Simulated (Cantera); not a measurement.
A closed system holds: 1 mol HMDSO, 28 mol NO, 6.9 mol N2, held at 677 °C and 7.50 Torr.

These are equilibrium values from Cantera (NASA tables, ideal gas, pure condensed phases), not measurements of a reactor. Candidate condensed phases: C, C6H6, C7H8, C8H18, H2O, Si, SiC, SiO2, Si2N2O, Si3N4; 151 gas species. The feed counts by its element totals alone. The numbers say what is thermodynamically allowed, not how fast it happens.

Base state: N2 0.551, H2O 0.237, CO2 0.158, O2 0.0528 (mole fractions); condensed: SiO2(β-quartz).

What changes in the equilibrium state with this change: HMDSO replaced by Si2H6?


```csv
species,before,after
N2,0.551,0.608
O2,0.0528,0.305
H2O,0.237,0.0872
CO2,0.158,0
NO,7.35e-6,1.86e-5
"SiO2(β-quartz), mol",2.00,2.00
```

What changes in the equilibrium state with this change: NO from 28 to 1.3 mol?


```json
[
 {"species": "H2", "before": "<1e-9", "after": "0.562"},
 {"species": "N2", "before": "0.551", "after": "0.436"},
 {"species": "CO", "before": "<1e-9", "after": "0.00200"},
 {"species": "H2O", "before": "0.237", "after": "1.05e-5"},
 {"species": "CO2", "before": "0.158", "after": "6.72e-8"},
 {"species": "O2", "before": "0.0528", "after": "<1e-9"},
 {"species": "CH4", "before": "<1e-9", "after": "0.000529"},
 {"species": "SiO2(β-quartz), mol", "before": "2.00", "after": "0.845"},
 {"species": "C(graphite), mol", "before": "0", "after": "5.96"},
 {"species": "Si2N2O(s), mol", "before": "0", "after": "0.577"}
]
```
